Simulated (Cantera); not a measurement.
Input: 1 mol Ta2O5, 0.55 mol CO, 0.15 mol H2, at 2075 °C and 69.0 mbar.

Method: chemical equilibrium by Gibbs-energy minimisation in Cantera with the NASA 1993 tables (ideal gas, pure condensed phases). Candidate condensed phases: C, C6H6, C7H8, C8H18, H2O, Ta, TaC, Ta2O5; 113 gas species. Equilibrium is a limit: real reactors are often held back by kinetics, nucleation or transport.

Base state: CO 0.775, H2 0.200, H 0.0210, TaO2 0.00176, H2O 0.00110, CO2 0.000741, TaO 0.000402, OH 1.99e-5 (mole fractions); condensed: Ta2O5(l).

Question: What changes in the equilibrium state with this change: Ta2O5 replaced by TiO2?

Answer: 
```
species          before     after
-------------  --------  --------
CO                0.775     0.569
CO2            0.000741     0.209
H2O             0.00110     0.139
H2                0.200    0.0655
H                0.0210    0.0120
TiO2                  0  0.000441
TaO2            0.00176         0
TaO            0.000402         0
O2              3.24e-9  0.000479
O               1.42e-6  0.000544
OH              1.99e-5   0.00438
Ta2O5(l), mol     0.999         0
Ti4O7(l), mol         0     0.250
```
Condensed phases not in the tables: Magnéli phases beyond Ti4O7. Further candidate phases: Ti, TiC, TiO, TiO2, Ti2O3, Ti3O5, Ti4O7.
